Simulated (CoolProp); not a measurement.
Properties of fluorine along the isotherm 165.3 K (Tc = 144.4 K, pc = 5.240 MPa, ω = 0.045).

The numbers come from the reference Helmholtz-energy equation of state, de Reuck 1990 in CoolProp.

```
p (MPa)          phase  density (kg/m³)  cv (kJ/(kg K))  speed of sound (m/s)  Joule-Thomson coefficient (K/MPa)  expansivity (1/kK)
-------  -------------  ---------------  --------------  --------------------  ---------------------------------  ------------------
0.0632             gas            1.752          0.5543                 224.4                              6.076               6.100
0.144              gas            4.005          0.5558                 224.0                              6.077               6.164
0.328              gas            9.192          0.5592                 223.2                              6.078               6.317
0.746              gas            21.29          0.5668                 221.2                              6.078               6.690
1.7                gas            50.74          0.5838                 216.6                              6.058               7.698
3.86               gas            130.0          0.6225                 206.9                              5.856               11.19
8.79     supercritical            455.5          0.7212                 203.2                              3.702               35.15
20       supercritical            945.1          0.6898                 393.7                             0.4329               10.44
```
